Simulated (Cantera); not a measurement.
Input: 1 mol Si, 0.76 mol O2, 520 mol H2, held at 1723.15 K and 10.0 Pa.

Cantera equilibrium calculation (NASA polynomials, part measured and part estimated; ideal gas, pure solids and liquids). Candidate condensed phases: H2O, Si, SiO2; 18 gas species. Rates play no part.

Base state: H2 0.979, H 0.0181, SiO 0.00190, H2O 0.000988 (mole fractions); condensed: gas only.

Question: What changes in the equilibrium state with this change: temperature from 1723.15 K to 1175 K?

Answer: 
```csv
species,before,after
H2,0.979,0.999
SiO,0.00190,0.000922
H,0.0181,1.23e-5
H2O,0.000988,1.05e-7
"SiO2(β-quartz), mol",0,0.520
```
The tables hold silica as quartz up to 1696 K and as liquid above; real silica turns to tridymite and cristobalite and melts near 1996 K.

Question: What changes in the equilibrium state with this change: Si replaced by Si3N4?

Answer: 
| species | before | after |
|---|---|---|
| H2 | 0.979 | 0.973 |
| H | 0.0181 | 0.0180 |
| N2 | 0 | 0.00377 |
| Si | 2.99e-9 | 0.00274 |
| SiO | 0.00190 | 0.00287 |
| H2O | 0.000988 | 1.61e-9 |
| SiH | <1e-9 | 3.88e-5 |
Further candidate phases: Si2N2O, Si3N4.

Question: What changes in the equilibrium state with this change: O2 from 0.76 to 0.018 mol?

Answer: 
```tsv
species	before	after
H2	0.979	0.980
H	0.0181	0.0181
Si	2.99e-9	0.00180
SiO	0.00190	6.85e-5
H2O	0.000988	<1e-9
SiH	<1e-9	2.56e-5
```
